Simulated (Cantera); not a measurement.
Cr2O3 + H2 (hydrogen reduction and annealing atmospheres)

A closed system holds: 1 mol Cr2O3, 2.4 mol H2, equilibrated at 1077 °C and 210 Pa.

These are equilibrium values from Cantera (NASA tables, ideal gas, pure condensed phases), not measurements of a reactor. Candidate condensed phases: Cr, Cr2O3, H2O; 13 gas species. Mutual solubility and eutectic melting of coexisting phases are not modelled. Rates play no part.

```yaml
x(H2): 1.000
x(H2O): 0.000411
x(H): 5.20e-5
x(Cr): 8.57e-6
n(Cr(s)): 0.000637 mol
n(Cr2O3(s)): 1.000 mol
gas_amount: 2.400 mol
```
